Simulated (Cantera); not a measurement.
Feed: 1 mol Pb, a varied amount of CO, 2.9 mol H2, at 1198.15 K and 21.0 mbar.

Method: chemical equilibrium by Gibbs-energy minimisation in Cantera with the NASA 1993 tables (ideal gas, pure condensed phases). Candidate condensed phases: C, C6H6, C7H8, C8H18, H2O, Pb, PbO, PbO2, Pb3O4; 113 gas species. Equilibrium is a limit: real reactors are often held back by kinetics, nucleation or transport.

### Question
Which condensed phases are stable at each of these points (n(CO) (mol)): 0.72, 1.6, 2.4, 3.3, 4.1, 5, 5.8, 6.7?

### Answer
```tsv
n(CO) (mol)	condensed phases	Pb condensed (%)
0.72	Pb(l)	88.9
1.6	C(graphite) + Pb(l)	86.2
2.4	C(graphite) + Pb(l)	83.7
3.3	C(graphite) + Pb(l)	81.0
4.1	C(graphite) + Pb(l)	78.5
5	C(graphite) + Pb(l)	75.8
5.8	C(graphite) + Pb(l)	73.3
6.7	C(graphite) + Pb(l)	70.5
```

At 0.72 mol CO the condensed part is Pb(l). From 1.6 mol CO to 6.7 mol CO the condensed part is C(graphite) + Pb(l).
